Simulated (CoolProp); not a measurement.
Vapour-liquid equilibrium of fluoroethane (R161) (1) + R1234yf (2) at 0.023 MPa; x and y are mole fractions of (1).

Values from CoolProp's multi-fluid Helmholtz-energy mixture model, Wu 2012 and Lemmon 2022; pair parameters Bell 2016.

```csv
x,"bubble temperature, mixture model (K)","bubble temperature, Raoult's law (K)","y, mixture model","y, Raoult's law"
0.05,214.0,214.2,0.084,0.074
0.2,212.3,213.0,0.298,0.275
0.35,211.0,211.9,0.467,0.450
0.5,209.9,210.8,0.607,0.603
0.65,209.0,209.8,0.729,0.739
0.8,208.4,208.9,0.843,0.859
0.95,207.8,208.0,0.959,0.967
```

The largest gap from Raoult's law is -0.9 K in bubble temperature, at x = 0.5. No azeotrope shows between x = 0.05 and 0.95.

The pair parameters rest on a limited set of measurements; away from them the model extrapolates.
